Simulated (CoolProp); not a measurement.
A single-stage vapour-compression cycle with the fluid: evaporating at 283.15 K (dew point), condensing at 308.15 K (bubble point), superheat 5 K, subcooling 2 K, compressor efficiency 0.85, no pressure losses. The same conditions are run with several fluids, on thermodynamics alone (safety and materials aside).

The numbers come from the reference Helmholtz-energy equation of state of each fluid (n-perfluorobutane: Gao 2022; R410A: Lemmon 2003; R1336mzz(Z): McLinden 2020; cyclopropane: Polt 1992; R113: Marx 1992; R407C: Lemmon 2003) in CoolProp. The equations of Platzer and Polt are older, rougher fits. Blends and air are pseudo-pure fits.

Task: Rank n-perfluorobutane, R410A, R1336mzz(Z), cyclopropane, R113, R407C by cooling COP, highest first.

Result: R113 (8.98), R1336mzz(Z) (8.84), cyclopropane (8.72), n-perfluorobutane (8.09), R410A (7.99), R407C (6.69)

| fluid | pressure ratio | discharge temperature (K) | refrigerating effect (kJ/kg) | volumetric capacity (kJ/m³) |
|---|---|---|---|---|
| n-perfluorobutane | 2.27 | 308.1 | 71.6 | 1220 |
| R410A | 1.98 | 326.5 | 176 | 7120 |
| R1336mzz(Z) | 2.72 | 310.6 | 151 | 418 |
| cyclopropane | 1.99 | 326.3 | 379 | 3470 |
| R113 | 2.73 | 312.9 | 138 | 262 |
| R407C | 2.40 | 329.8 | 170 | 4530 |

The compression ends wet for: n-perfluorobutane.
